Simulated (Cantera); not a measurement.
**Titanium nitride, carbide and oxide coatings: Ti(OiPr)₄ + C₃H₈**

Charge: 1 mol Ti(OiPr)₄, 0.1 mol C₃H₈, at 0.133 bar.

These are equilibrium values from Cantera (NASA tables, ideal gas, pure condensed phases), not measurements of a reactor. Candidate condensed phases: C, C₆H₆, C₇H₈, C₈H₁₈, H₂O, Ti, TiC, TiO, TiO₂, Ti₂O₃, Ti₃O₅, Ti₄O₇; 113 gas species. The feed counts by its element totals alone. TiC: taken at fixed stoichiometry. Condensed phases not in the tables: Magnéli phases beyond Ti₄O₇. The numbers say what is thermodynamically allowed, not how fast it happens.

From 1000 K to 1100 K the condensed part is C(graphite) + TiO₂(rutile). At 1200 K the condensed part is C(graphite) + Ti₄O₇(s). At 1300 K the condensed part is C(graphite) + Ti₃O₅(s). From 1400 K to 2200 K the condensed part is C(graphite) + TiC(s).

```
T (K)   x H₂   x CO       x H     x CH₄     x H₂O  x C₂H₂ (acetylene)     x CO₂    x CH₃  n C(graphite)  n TiO₂(rutile)  n Ti₄O₇(s)  n Ti₃O₅(s)  n TiC(s)
-----  -----  -----  --------  --------  --------  ------------------  --------  -------  -------------  --------------  ----------  ----------  --------
1000   0.868  0.117   5.79e-9   0.00958   0.00533            9.90e-10   0.00103  1.10e-9           10.2            1.00           0           0         0
1100   0.874  0.121   6.62e-8   0.00366   0.00126             1.16e-8  0.000172  5.06e-9           10.3            1.00           0           0         0
1200   0.863  0.135   5.02e-7   0.00157  0.000403             8.86e-8   4.59e-5  1.74e-8           10.0               0       0.250           0         0
1300   0.860  0.139   2.81e-6  0.000775  0.000146             4.95e-7   1.34e-5  4.97e-8           9.96               0           0       0.333         0
1400   0.782  0.217   1.18e-5  0.000352   8.44e-5             1.97e-6   1.08e-5  1.06e-7           7.30               0           0           0      1.00
1500   0.782  0.217   4.26e-5  0.000210   3.89e-5             7.06e-6   4.18e-6  2.32e-7           7.30               0           0           0      1.00
1600   0.782  0.217  0.000132  0.000133   1.98e-5             2.15e-5   1.83e-6  4.56e-7           7.30               0           0           0      1.00
1700   0.782  0.217  0.000357   8.93e-5   1.09e-5             5.74e-5   8.89e-7  8.29e-7           7.30               0           0           0      1.00
1800   0.782  0.217  0.000867   6.27e-5   6.46e-6            0.000137   4.70e-7  1.41e-6           7.29               0           0           0      1.00
1900   0.781  0.217   0.00192   4.57e-5   4.03e-6            0.000298   2.67e-7  2.25e-6           7.29               0           0           0      1.00
2000   0.778  0.217   0.00393   3.43e-5   2.64e-6            0.000598   1.60e-7  3.43e-6           7.28               0           0           0      1.00
2100   0.775  0.217   0.00751   2.64e-5   1.80e-6             0.00112   1.02e-7  4.99e-6           7.26               0           0           0     1.000
2200   0.769  0.216    0.0135   2.07e-5   1.26e-6             0.00197   6.71e-8  6.98e-6           7.23               0           0           0     1.000
```
x: gas mole fraction; n: condensed amount in mol.
